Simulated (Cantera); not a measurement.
An isothermal, constant-pressure homogeneous reactor starts with CH4 : H2 : O2 = 0.023 : 1 : 0.013 (molar parts), equivalence ratio 42, at 2673 K and 10000 Pa. Integrator tolerance rtol = 1e-08.

Detailed kinetics in Cantera: GRI-Mech 3.0 (53 species, 325 reactions).

Q: What does this change do: temperature 2673 to 1425 K?

A: 
| quantity | before | after |
|---|---|---|
| x(CH4) at 20.0 s | 8.05e-11 (gas-phase equilibrium 8.55e-11) | 0.0180 (gas-phase equilibrium 8.02e-7) |
| x(H2) at 20.0 s | 0.829 (gas-phase equilibrium 0.829) | 0.955 (gas-phase equilibrium 0.976) |
| x(O2) at 20.0 s | 1.52e-8 (gas-phase equilibrium 1.52e-8) | <1e-12 (gas-phase equilibrium <1e-12) |
| x(H2O) at 20.0 s | 0.00247 (gas-phase equilibrium 0.00247) | 0.0243 (gas-phase equilibrium 0.00278) |
| x(C2H) at 20.0 s | <1e-12 (gas-phase equilibrium <1e-12) | 3.85e-11 (gas-phase equilibrium <1e-12) |
